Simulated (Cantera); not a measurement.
Input: 1 mol FeS, 0.098 mol SO2, 0.3 mol O2, 1.3 mol H2S, equilibrated at 1 atm.

Cantera equilibrium calculation (NASA polynomials, part measured and part estimated; ideal gas, pure solids and liquids). Candidate condensed phases: Fe, FeO, Fe(OH)2, Fe(OH)3, FeS, FeSO4, FeS2, Fe2O3, Fe2(SO4)3, Fe3O4, H2O, H2SO4, S; 22 gas species. FeS: taken at fixed stoichiometry. Gases not in the tables: S3 to S7. Rates play no part.

At 1175 K, list the 4 most abundant gas species with their mole fractions, and the condensed phases.

H2O 0.419, H2S 0.301, S2 0.238, H2 0.0227. Condensed: FeS(s).
